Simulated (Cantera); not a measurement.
An isothermal, constant-pressure homogeneous reactor starts with NO : N2 = 1 : 8.4 (molar parts), at 1900 K and 20.0 Torr. Integrator tolerance rtol = 1e-08.

Model: GRI-Mech 3.0 (53 species, 325 reactions), integrated in Cantera. Radical loss at walls, strong at low pressure, is not modelled.

**Question.** What does this change do: pressure from 20.0 Torr to 503 Torr?

**Answer.** 
```json
[
 {"quantity": "x(NO) at 5.00 s", "before": "0.102 (gas-phase equilibrium 0.00312)", "after": "0.0621 (gas-phase equilibrium 0.00313)"},
 {"quantity": "x(N2) at 5.00 s", "before": "0.896 (gas-phase equilibrium 0.945)", "after": "0.916 (gas-phase equilibrium 0.945)"},
 {"quantity": "x(NO2) at 5.00 s", "before": "3.96e-6 (gas-phase equilibrium 5.18e-7)", "after": "3.44e-5 (gas-phase equilibrium 2.61e-6)"},
 {"quantity": "x(N2O) at 5.00 s", "before": "4.26e-6 (gas-phase equilibrium 3.17e-8)", "after": "1.77e-6 (gas-phase equilibrium 1.59e-7)"},
 {"quantity": "x(O2) at 5.00 s", "before": "0.00190 (gas-phase equilibrium 0.0514)", "after": "0.0221 (gas-phase equilibrium 0.0516)"},
 {"quantity": "x(O) at 5.00 s", "before": "0.000115 (gas-phase equilibrium 0.000417)", "after": "5.58e-5 (gas-phase equilibrium 8.33e-5)"}
]
```
